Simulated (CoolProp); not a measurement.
Saturation properties of R1336mzz(Z).

Computed with CoolProp (reference Helmholtz-energy equation of state, McLinden 2020).

| T (K) | p (MPa) | enthalpy of vaporisation (kJ/kg) | liquid cp (kJ/(kg K)) | vapour Z |
|---|---|---|---|---|
| 302.7 | 0.08763 | 166.4 | 1.230 | 0.9528 |
| 315.2 | 0.1374 | 160.5 | 1.256 | 0.9357 |
| 327.7 | 0.2070 | 154.2 | 1.284 | 0.9149 |
| 340.2 | 0.3010 | 147.5 | 1.313 | 0.8901 |
| 352.7 | 0.4248 | 140.3 | 1.345 | 0.8610 |
| 365.1 | 0.5825 | 132.5 | 1.381 | 0.8273 |
| 377.6 | 0.7828 | 123.9 | (withheld) | 0.7880 |
| 390.1 | 1.031 | (withheld) | 1.483 | 0.7422 |
| 402.6 | 1.336 | 102.9 | (withheld) | 0.6885 |
| 415.1 | 1.705 | 89.34 | 1.706 | 0.6239 |
| 427.6 | 2.149 | 71.73 | 2.029 | 0.5415 |

Complete the blanks.


- 377.6, liquid cp (kJ/(kg K)): 1.426
- 390.1, enthalpy of vaporisation (kJ/kg): 114.1
- 402.6, liquid cp (kJ/(kg K)): 1.566

It boils at 306.6 K under 1 atm.
